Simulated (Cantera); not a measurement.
An isothermal, constant-pressure homogeneous reactor starts with CH₄ : H₂ : CO₂ = 0.036 : 1 : 0.029 (molar parts), at 2025 K and 8800 Pa. Integrator tolerance rtol = 1e-08.

Detailed kinetics in Cantera: GRI-Mech 3.0 (53 species, 325 reactions).

Question: What does this change do: temperature 2025 to 1400 K?

Answer: 
| quantity | before | after |
|---|---|---|
| x(CH₄) at 20.0 s | 5.82e-5 (gas-phase equilibrium 5.82e-5) | 0.0311 (gas-phase equilibrium 0.00506) |
| x(H₂) at 20.0 s | 0.939 (gas-phase equilibrium 0.939) | 0.915 (gas-phase equilibrium 0.943) |
| x(CO₂) at 20.0 s | 2.90e-9 (gas-phase equilibrium 2.73e-9) | 0.00154 (gas-phase equilibrium 2.62e-8) |
| x(CO) at 20.0 s | 0.0512 (gas-phase equilibrium 0.0512) | 0.0256 (gas-phase equilibrium 0.0516) |
| x(O) at 20.0 s | <1e-12 (gas-phase equilibrium <1e-12) | <1e-12 (gas-phase equilibrium <1e-12) |
